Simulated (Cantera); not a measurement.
C₂H₆ + CO₂ (carbon deposition, reforming and gasification)

Charge: 1 mol C₂H₆, 0.066 mol CO₂, equilibrated at 92.0 mbar.

These are equilibrium values from Cantera (NASA tables, ideal gas, pure condensed phases), not measurements of a reactor. Candidate condensed phases: C, C₆H₆, C₇H₈, C₈H₁₈, H₂O; 110 gas species. Equilibrium is a limit: real reactors are often held back by kinetics, nucleation or transport.

```json
[
 {"T (K)": "723", "log p H₂": "-1.19", "log p CH₄": "-1.65", "log p H₂O": "-2.36", "log p CO": "-3.48", "log p CO₂": "-3.77", "log p H": "<-13", "log p C₂H₂ (acetylene)": "<-13", "n C(graphite)": "1.46"},
 {"T (K)": "823", "log p H₂": "-1.09", "log p CH₄": "-2.21", "log p H₂O": "-2.69", "log p CO": "-2.73", "log p CO₂": "-3.78", "log p H": "-11.68", "log p C₂H₂ (acetylene)": "-12.56", "n C(graphite)": "1.81"},
 {"T (K)": "923", "log p H₂": "-1.06", "log p CH₄": "-2.76", "log p H₂O": "-3.34", "log p CO": "-2.46", "log p CO₂": "-4.43", "log p H": "-10.14", "log p C₂H₂ (acetylene)": "-10.99", "n C(graphite)": "1.89"},
 {"T (K)": "1023", "log p H₂": "-1.06", "log p CH₄": "-3.24", "log p H₂O": "-4.04", "log p CO": "-2.42", "log p CO₂": "-5.29", "log p H": "-8.91", "log p C₂H₂ (acetylene)": "-9.74", "n C(graphite)": "1.92"},
 {"T (K)": "1123", "log p H₂": "-1.06", "log p CH₄": "-3.64", "log p H₂O": "-4.65", "log p CO": "-2.41", "log p CO₂": "-6.05", "log p H": "-7.90", "log p C₂H₂ (acetylene)": "-8.71", "n C(graphite)": "1.93"},
 {"T (K)": "1223", "log p H₂": "-1.06", "log p CH₄": "-3.99", "log p H₂O": "-5.16", "log p CO": "-2.41", "log p CO₂": "-6.68", "log p H": "-7.05", "log p C₂H₂ (acetylene)": "-7.86", "n C(graphite)": "1.93"},
 {"T (K)": "1323", "log p H₂": "-1.06", "log p CH₄": "-4.28", "log p H₂O": "-5.60", "log p CO": "-2.41", "log p CO₂": "-7.23", "log p H": "-6.33", "log p C₂H₂ (acetylene)": "-7.14", "n C(graphite)": "1.93"},
 {"T (K)": "1423", "log p H₂": "-1.06", "log p CH₄": "-4.53", "log p H₂O": "-5.98", "log p CO": "-2.41", "log p CO₂": "-7.69", "log p H": "-5.71", "log p C₂H₂ (acetylene)": "-6.52", "n C(graphite)": "1.93"},
 {"T (K)": "1523", "log p H₂": "-1.06", "log p CH₄": "-4.75", "log p H₂O": "-6.30", "log p CO": "-2.41", "log p CO₂": "-8.09", "log p H": "-5.16", "log p C₂H₂ (acetylene)": "-5.98", "n C(graphite)": "1.93"},
 {"T (K)": "1623", "log p H₂": "-1.06", "log p CH₄": "-4.94", "log p H₂O": "-6.59", "log p CO": "-2.41", "log p CO₂": "-8.44", "log p H": "-4.69", "log p C₂H₂ (acetylene)": "-5.51", "n C(graphite)": "1.93"}
]
```
log p: log10 of the partial pressure in bar; n: condensed amount in mol.

From 723 K to 1623 K the condensed part is C(graphite). The main C-bearing gas is CH₄ at 723 K and CO at 1623 K.
